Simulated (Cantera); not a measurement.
A Cantera script and what it prints.

```python
import numpy as np
import cantera as ct

gas_names = """
    CL CL2 H HCL H2 Si SiCL SiCL2 SiCL3 SiCL4 SiH SiHCL3 SiH2 SiH2CL2 SiH3 SiH3CL SiH4 Si2 Si3
""".split()
cond_names = """
    Si(cr) Si(L)
""".split()


# ... load() reads the species with a 1 bar reference pressure and builds the phases ...
atoms = {
    'Si': {'Si': 1},
    'HCl': {'H': 1, 'CL': 1},
    'H2': {'H': 2},
}
top_T = {}  # K; cautious upper limits of use, not melting points


# ... equilibrate(T, P, feed) seeds the gas with the atoms and calls Mixture.equilibrate('TP', solver="vcs", rtol=1e-11, max_steps=5000) ...
results = []
feed = {'Si': 1, 'HCl': 0.66, 'H2': 0.37}  # mol
P = 15000  # Pa
for T in [575, 625, 675, 725, 775, 825, 875, 925, 975, 1025, 1075, 1125, 1175, 1225]:
    mix = equilibrate(T, P, feed)
    results.append((T, P, feed, dict(zip(mix.species_names, mix.species_moles))))
    x = sorted(zip(gas.X, gas.species_names), reverse=True)
    print(f"T = {T:g} K  P = {P:g} Pa  gas = {mix.phase_moles(0):.4g} mol")
    print("   x: " + "  ".join(f"{s} {v:.3e}" for v, s in x if v > 0.001))
    print("   condensed (mol): " + ("  ".join(f"{mix.phase(i).name} {mix.phase_moles(i):.4g}"
          for i in range(1, mix.n_phases) if mix.phase_moles(i) > 1e-12) or "none"))
```

It prints:

```
T = 575 K  P = 15000 Pa  gas = 0.8532 mol
   x: H2 7.927e-01  SiCL4 1.526e-01  SiHCL3 5.374e-02
   condensed (mol): Si(cr) 0.8232
T = 625 K  P = 15000 Pa  gas = 0.8534 mol
   x: H2 7.930e-01  SiCL4 1.534e-01  SiHCL3 5.252e-02
   condensed (mol): Si(cr) 0.8234
T = 675 K  P = 15000 Pa  gas = 0.8537 mol
   x: H2 7.931e-01  SiCL4 1.542e-01  SiHCL3 5.133e-02  SiH2CL2 1.058e-03
   condensed (mol): Si(cr) 0.8237
T = 725 K  P = 15000 Pa  gas = 0.854 mol
   x: H2 7.931e-01  SiCL4 1.548e-01  SiHCL3 5.019e-02  SiH2CL2 1.133e-03
   condensed (mol): Si(cr) 0.824
T = 775 K  P = 15000 Pa  gas = 0.8544 mol
   x: H2 7.928e-01  SiCL4 1.553e-01  SiHCL3 4.909e-02  HCL 1.622e-03  SiH2CL2 1.197e-03
   condensed (mol): Si(cr) 0.8243
T = 825 K  P = 15000 Pa  gas = 0.8549 mol
   x: H2 7.919e-01  SiCL4 1.554e-01  SiHCL3 4.801e-02  HCL 3.170e-03  SiH2CL2 1.252e-03
   condensed (mol): Si(cr) 0.8248
T = 875 K  P = 15000 Pa  gas = 0.8557 mol
   x: H2 7.904e-01  SiCL4 1.552e-01  SiHCL3 4.692e-02  HCL 5.722e-03  SiH2CL2 1.297e-03
   condensed (mol): Si(cr) 0.8255
T = 925 K  P = 15000 Pa  gas = 0.8569 mol
   x: H2 7.878e-01  SiCL4 1.544e-01  SiHCL3 4.577e-02  HCL 9.659e-03  SiH2CL2 1.332e-03
   condensed (mol): Si(cr) 0.8264
T = 975 K  P = 15000 Pa  gas = 0.8587 mol
   x: H2 7.839e-01  SiCL4 1.528e-01  SiHCL3 4.448e-02  HCL 1.539e-02  SiCL3 1.623e-03  SiH2CL2 1.356e-03
   condensed (mol): Si(cr) 0.8276
T = 1025 K  P = 15000 Pa  gas = 0.8614 mol
   x: H2 7.781e-01  SiCL4 1.499e-01  SiHCL3 4.298e-02  HCL 2.333e-02  SiCL3 2.994e-03  SiH2CL2 1.367e-03  SiCL2 1.248e-03
   condensed (mol): Si(cr) 0.829
T = 1075 K  P = 15000 Pa  gas = 0.8652 mol
   x: H2 7.702e-01  SiCL4 1.454e-01  SiHCL3 4.115e-02  HCL 3.381e-02  SiCL3 5.160e-03  SiCL2 2.899e-03  SiH2CL2 1.362e-03
   condensed (mol): Si(cr) 0.8304
T = 1125 K  P = 15000 Pa  gas = 0.8707 mol
   x: H2 7.596e-01  SiCL4 1.386e-01  HCL 4.704e-02  SiHCL3 3.887e-02  SiCL3 8.337e-03  SiCL2 6.172e-03  SiH2CL2 1.338e-03
   condensed (mol): Si(cr) 0.8317
T = 1175 K  P = 15000 Pa  gas = 0.8784 mol
   x: H2 7.461e-01  SiCL4 1.289e-01  HCL 6.296e-02  SiHCL3 3.601e-02  SiCL3 1.264e-02  SiCL2 1.212e-02  SiH2CL2 1.290e-03
   condensed (mol): Si(cr) 0.8322
T = 1225 K  P = 15000 Pa  gas = 0.8891 mol
   x: H2 7.293e-01  SiCL4 1.158e-01  HCL 8.117e-02  SiHCL3 3.247e-02  SiCL2 2.203e-02  SiCL3 1.797e-02  SiH2CL2 1.216e-03
   condensed (mol): Si(cr) 0.8315
```

These are equilibrium values from Cantera (NASA tables, ideal gas, pure condensed phases), not measurements of a reactor. The tables' values for SiCl3 are old estimates; treat these amounts as uncertain.
